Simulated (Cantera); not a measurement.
An isothermal, constant-pressure homogeneous reactor starts with C2H6 : N2 = 1 : 33 (molar parts), at 1850 K and 0.132 atm. Integrator tolerance rtol = 1e-08.

Model: GRI-Mech 3.0 (53 species, 325 reactions), integrated in Cantera. GRI-Mech 3.0 stops at C3 and has no aromatics, soot or wall deposition, so with more carbon than oxygen in the feed, carbon stays in small species such as C2H2 where larger ones or solid carbon would form.

Task: What does this change do: temperature 1850 to 1123 K?

Result: 
```json
[
 {"quantity": "x(C2H6) at 1.00 s", "before": "1.67e-10 (gas-phase equilibrium 5.00e-12)", "after": "0.000796 (gas-phase equilibrium 2.60e-6)"},
 {"quantity": "x(H) at 1.00 s", "before": "0.000348 (gas-phase equilibrium 0.000350)", "after": "7.51e-7 (gas-phase equilibrium 2.17e-8)"},
 {"quantity": "x(C2H2) at 1.00 s", "before": "0.0277 (gas-phase equilibrium 0.00551)", "after": "0.00497 (gas-phase equilibrium 0.00707)"},
 {"quantity": "x(H2) at 1.00 s", "before": "0.0553 (gas-phase equilibrium 0.0554)", "after": "0.0299 (gas-phase equilibrium 0.0342)"},
 {"quantity": "x(C2H) at 1.00 s", "before": "1.87e-6 (gas-phase equilibrium 3.74e-7)", "after": "1.01e-11 (gas-phase equilibrium <1e-12)"}
]
```

Task: What does this change do: C2H6 1 to 0.58 parts?

Result: 
```
quantity                                              before                                      after
-----------------  -----------------------------------------  -----------------------------------------
x(C2H6) at 1.00 s  1.67e-10 (gas-phase equilibrium 5.00e-12)    6.08e-11 (gas-phase equilibrium <1e-12)
x(H) at 1.00 s     0.000348 (gas-phase equilibrium 0.000350)  0.000269 (gas-phase equilibrium 0.000271)
x(C2H2) at 1.00 s     0.0277 (gas-phase equilibrium 0.00551)     0.0166 (gas-phase equilibrium 0.00223)
x(H2) at 1.00 s        0.0553 (gas-phase equilibrium 0.0554)      0.0332 (gas-phase equilibrium 0.0332)
x(C2H) at 1.00 s     1.87e-6 (gas-phase equilibrium 3.74e-7)    1.45e-6 (gas-phase equilibrium 1.95e-7)
```

Task: What does this change do: temperature 1850 to 1798 K?

Result: 
| quantity | before | after |
|---|---|---|
| x(C2H6) at 1.00 s | 1.67e-10 (gas-phase equilibrium 5.00e-12) | 1.10e-9 (gas-phase equilibrium 9.65e-12) |
| x(H) at 1.00 s | 0.000348 (gas-phase equilibrium 0.000350) | 0.000227 (gas-phase equilibrium 0.000229) |
| x(C2H2) at 1.00 s | 0.0277 (gas-phase equilibrium 0.00551) | 0.0277 (gas-phase equilibrium 0.00574) |
| x(H2) at 1.00 s | 0.0553 (gas-phase equilibrium 0.0554) | 0.0553 (gas-phase equilibrium 0.0554) |
| x(C2H) at 1.00 s | 1.87e-6 (gas-phase equilibrium 3.74e-7) | 9.85e-7 (gas-phase equilibrium 2.05e-7) |
